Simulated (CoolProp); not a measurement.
Benzene along the isotherm 577.4 K: density (kg/m³) from the reference equation and from simpler models built on Tc = 562.0 K, pc = 4906 kPa, ω = 0.211; each cubic takes its own stable root.

Computed with CoolProp (reference Helmholtz-energy equation of state, Thol 2012).

| p (kPa) | phase | reference |
|---|---|---|
| 3770 | gas | 87.74 |
| 7550 | supercritical | 458.2 |
| 11300 | supercritical | 526.1 |
| 15100 | supercritical | 559.9 |
| 18900 | supercritical | 583.2 |
| 22600 | supercritical | 600.9 |
| 26400 | supercritical | 616.0 |
| 30200 | supercritical | 628.8 |
| 34000 | supercritical | 640.2 |
| 37700 | supercritical | 650.0 |
| 41500 | supercritical | 659.3 |
| 45300 | supercritical | 667.7 |
| 49100 | supercritical | 675.5 |

How far does each simpler model (ideal gas, van der Waals, Soave-Redlich-Kwong) lie from the reference over these 13 states: mean and median of the absolute difference, and the worst?


- ideal gas: mean 31.8 %, median 30.1 %, worst -73.2 % at 577.4 K and 7550 kPa
- van der Waals: mean 24.9 %, median 26.6 %, worst -27.4 % at 577.4 K and 11300 kPa
- Soave-Redlich-Kwong: mean 7.7 %, median 6.6 %, worst -17.4 % at 577.4 K and 7550 kPa
